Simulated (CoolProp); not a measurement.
The numbers come from the reference Helmholtz-energy equation of state, Zhou 2012 in CoolProp.

Q: Give the vapour pressure (kPa), vapour density (kg/m³), enthalpy of vaporisation (kJ/kg), surface tension (mN/m) of saturated ethylbenzene at 114.45, 302.95 °C.

A: 
| T (°C) | p (kPa) | vapour density (kg/m³) | enthalpy of vaporisation (kJ/kg) | surface tension (mN/m) |
|---|---|---|---|---|
| 114.45 | 54.4 | 1.84 | 348 | 19.1 |
| 302.95 | 2160 | 77.4 | 179 | 2.34 |

Surface tension comes from a separate correlation (Mulero 2014).
